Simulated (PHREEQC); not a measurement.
A PHREEQC speciation (ion-association model, phreeqc.dat) at 35 °C gives pH 4.07 and these molalities:

```tsv
species	mol/kgw
Cu+2	0.0427
SO4-2	0.0427
CuSO4	0.0392
HSO4-	0.000178
H+	0.000105
Cu2(OH)2+2	1.05e-5
CuOH+	2.35e-6
Cu(OH)2	4.05e-8
```

**Question.** What are the element totals, and what could have been dissolved in 1 kg of water to give them?

**Answer.** One answer among several that fit: totals Cu(2) 0.0820, S(6) 0.0821 mol/kgw, from 0.082 mol/kgw CuSO4 and 0.00013 mol/kgw H2SO4.

This is a speciation only: nothing precipitates in the calculation. Species that the database lacks are ignored.
